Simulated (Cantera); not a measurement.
A closed system holds: 1 mol SiHCl3, 73 mol N2, at 1248.15 K and 46.0 Pa.

Equilibrium computed with Cantera from the NASA thermochemical tables; the gas is ideal and each condensed phase is pure. Candidate condensed phases: NH4Cl, Si, Si3N4; 28 gas species. N2 is the only nitrogen source here; it is nearly inert below about 1500 K, so the nitride shown seldom forms there in practice. The tables' values for SiCl3 are old estimates; treat these amounts as uncertain. The numbers say what is thermodynamically allowed, not how fast it happens.

Base state: N2 0.977, HCl 0.0128, SiCl2 0.00546, SiCl4 0.00300, SiCl3 0.00151, H2 0.000311, Cl 1.35e-5 (mole fractions); condensed: Si3N4(s).

### Question
What changes in the equilibrium state with this change: temperature from 1248.15 K to 900 K?

### Answer
```json
[
 {"species": "N2", "before": "0.977", "after": "0.980"},
 {"species": "HCl", "before": "0.0128", "after": "0.0127"},
 {"species": "SiCl4", "before": "0.00300", "after": "0.00692"},
 {"species": "SiCl2", "before": "0.00546", "after": "2.31e-7"},
 {"species": "Cl", "before": "1.35e-5", "after": "3.50e-9"},
 {"species": "SiCl3", "before": "0.00151", "after": "5.80e-6"},
 {"species": "Si3N4(s), mol", "before": "0.0856", "after": "0.162"}
]
```

### Question
What changes in the equilibrium state with this change: N2 from 73 to 16 mol?

### Answer
```csv
species,before,after
N2,0.977,0.906
HCl,0.0128,0.0530
SiCl4,0.00300,0.0184
SiCl2,0.00546,0.0139
SiHCl3,2.57e-6,2.71e-5
H2,0.000311,0.00221
SiCl3,0.00151,0.00595
Cl,1.35e-5,2.11e-5
"Si3N4(s), mol",0.0856,0.111
```
